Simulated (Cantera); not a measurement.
## Equilibrium for abatement and gas-phase synthesis: SO2 + H2O + N2 + H2

Charge: 1 mol SO2, 0.055 mol H2O, 5.4 mol N2, 0.13 mol H2, equilibrated at 3100 °C and 101000 Pa.

These are equilibrium values from Cantera (NASA tables, ideal gas, pure condensed phases), not measurements of a reactor. Candidate condensed phases: H2O, H2SO4, S; 35 gas species. The numbers say what is thermodynamically allowed, not how fast it happens.

- x(N2): 0.729
- x(SO): 0.0698
- x(O): 0.0502
- x(SO2): 0.0422
- x(H): 0.0250
- x(S): 0.0218
- x(NO): 0.0214
- x(O2): 0.0204
- x(OH): 0.0113
- gas amount: 7.300 mol
- log10 activity of S(l) (absent): -3.41
